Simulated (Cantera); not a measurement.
Cantera run:

```python
import numpy as np
import cantera as ct

gas_names = """
    C CO CO2 C2 C2O C3 C3O2 C4 C5 Cu CuO Cu2 O O2 O3
""".split()
cond_names = """
    C(gr) Cu(cr) Cu(L) CuO(s) Cu2O(s) Cu2O(L)
""".split()


# ... load() reads the species with a 1 bar reference pressure and builds the phases ...
atoms = {
    'CuO': {'Cu': 1, 'O': 1},
    'CO': {'C': 1, 'O': 1},
}
top_T = {'C(gr)': 4500, 'CuO(s)': 1390}  # K; cautious upper limits of use, not melting points


# ... equilibrate(T, P, feed) seeds the gas with the atoms and calls Mixture.equilibrate('TP', solver="vcs", rtol=1e-11, max_steps=5000) ...
results = []
feed = {'CuO': 1, 'CO': 8.4}  # mol
P = 280  # Pa
for T in [800, 900, 1000, 1100, 1200, 1300, 1400, 1500, 1600]:
    mix = equilibrate(T, P, feed)
    results.append((T, P, feed, dict(zip(mix.species_names, mix.species_moles))))
    x = sorted(zip(gas.X, gas.species_names), reverse=True)
    print(f"T = {T:g} K  P = {P:g} Pa  gas = {mix.phase_moles(0):.4g} mol")
    print("   x: " + "  ".join(f"{s} {v:.3e}" for v, s in x if v > 0.001))
    print("   condensed (mol): " + ("  ".join(f"{mix.phase(i).name} {mix.phase_moles(i):.4g}"
          for i in range(1, mix.n_phases) if mix.phase_moles(i) > 1e-12) or "none"))
```

It prints:

```
T = 800 K  P = 280 Pa  gas = 7.939 mol
   x: CO 8.159e-01  CO2 1.841e-01
   condensed (mol): C(gr) 0.4613  Cu(cr) 1
T = 900 K  P = 280 Pa  gas = 8.4 mol
   x: CO 8.810e-01  CO2 1.190e-01
   condensed (mol): Cu(cr) 1
T = 1000 K  P = 280 Pa  gas = 8.4 mol
   x: CO 8.810e-01  CO2 1.190e-01
   condensed (mol): Cu(cr) 1
T = 1100 K  P = 280 Pa  gas = 8.4 mol
   x: CO 8.810e-01  CO2 1.190e-01
   condensed (mol): Cu(cr) 1
T = 1200 K  P = 280 Pa  gas = 8.4 mol
   x: CO 8.809e-01  CO2 1.190e-01
   condensed (mol): Cu(cr) 1
T = 1300 K  P = 280 Pa  gas = 8.4 mol
   x: CO 8.809e-01  CO2 1.190e-01
   condensed (mol): Cu(cr) 0.9995
T = 1400 K  P = 280 Pa  gas = 8.404 mol
   x: CO 8.805e-01  CO2 1.190e-01
   condensed (mol): Cu(L) 0.9959
T = 1500 K  P = 280 Pa  gas = 8.425 mol
   x: CO 8.784e-01  CO2 1.187e-01  Cu 2.937e-03
   condensed (mol): Cu(L) 0.9752
T = 1600 K  P = 280 Pa  gas = 8.521 mol
   x: CO 8.684e-01  CO2 1.174e-01  Cu 1.420e-02
   condensed (mol): Cu(L) 0.8788
```

Equilibrium computed with Cantera from the NASA thermochemical tables; the gas is ideal and each condensed phase is pure.
